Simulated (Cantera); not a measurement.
Fluorocarbon and chlorocarbon gases: CH3Cl + Si

A closed system holds: 1 mol CH3Cl, 0.22 mol Si, held at 173 Torr.

Cantera equilibrium calculation (NASA polynomials, part measured and part estimated; ideal gas, pure solids and liquids). Candidate condensed phases: C, C6H6, C7H8, C8H18, Si, SiC; 109 gas species. The tables' values for SiCl, SiCl3 are old estimates; treat these amounts as uncertain. Gases not in the tables: Si2H6 and higher silanes. Kinetics and transport are ignored.

From 1623 K to 2523 K the condensed part is C(graphite) + SiC(s). From 2623 K to 2923 K the condensed part is C(graphite). The main Si-bearing gas is SiCl2 at 1623 K and Si at 2923 K.

```csv
T (K),log p H2,log p HCl,log p H,log p Cl,log p SiCl2,log p Si,log p SiC2,log p C2H2 (acetylene),log p SiCl,n C(graphite),n SiC(s)
1623,-0.91,-0.99,-4.62,-4.80,-2.48,-8.75,-11.09,-5.37,-6.85,0.828,0.172
1723,-0.91,-1.00,-4.19,-4.39,-2.32,-7.79,-9.83,-4.95,-6.18,0.834,0.166
1823,-0.91,-1.00,-3.82,-4.03,-2.20,-6.93,-8.71,-4.58,-5.60,0.844,0.156
1923,-0.91,-1.02,-3.48,-3.71,-2.10,-6.16,-7.71,-4.25,-5.08,0.856,0.143
2023,-0.90,-1.03,-3.17,-3.43,-2.01,-5.47,-6.81,-3.95,-4.62,0.868,0.130
2123,-0.90,-1.05,-2.89,-3.18,-1.95,-4.84,-5.99,-3.68,-4.21,0.879,0.117
2223,-0.90,-1.06,-2.64,-2.95,-1.89,-4.28,-5.26,-3.43,-3.84,0.890,0.103
2323,-0.90,-1.08,-2.41,-2.74,-1.85,-3.76,-4.58,-3.21,-3.50,0.900,0.0883
2423,-0.90,-1.11,-2.20,-2.56,-1.82,-3.28,-3.97,-3.01,-3.20,0.910,0.0702
2523,-0.91,-1.14,-2.01,-2.39,-1.80,-2.85,-3.40,-2.84,-2.93,0.922,0.0421
2623,-0.93,-1.17,-1.84,-2.23,-1.81,-2.48,-2.92,-2.68,-2.71,0.932,0
2723,-0.97,-1.17,-1.69,-2.05,-1.93,-2.32,-2.66,-2.56,-2.65,0.894,0
2823,-1.01,-1.17,-1.56,-1.88,-2.09,-2.22,-2.45,-2.46,-2.64,0.844,0
2923,-1.06,-1.20,-1.44,-1.74,-2.29,-2.15,-2.29,-2.37,-2.67,0.779,0
```
log p: log10 of the partial pressure in bar; n: condensed amount in mol.
